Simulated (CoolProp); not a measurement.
Values from CoolProp's reference Helmholtz-energy equation of state, Lemmon 2006. It is a short technical equation, of lower accuracy than the large ones.

Q: For R141b, give the phase and the Joule-Thomson coefficient (K/MPa), isothermal compressibility (1/MPa), viscosity (µPa s), Prandtl number at 500 K and 1.4 MPa.

A: 
- 500 K and 1.4 MPa: gas; Joule-Thomson coefficient 9.12, isothermal compressibility 0.801, viscosity 15.8, Prandtl number 0.555

Viscosity comes from a separate model (Huber 2003), an estimate that may be off by 10 % or more. Thermal conductivity comes from a separate model (Huber 2003), an estimate that may be off by 10 % or more.
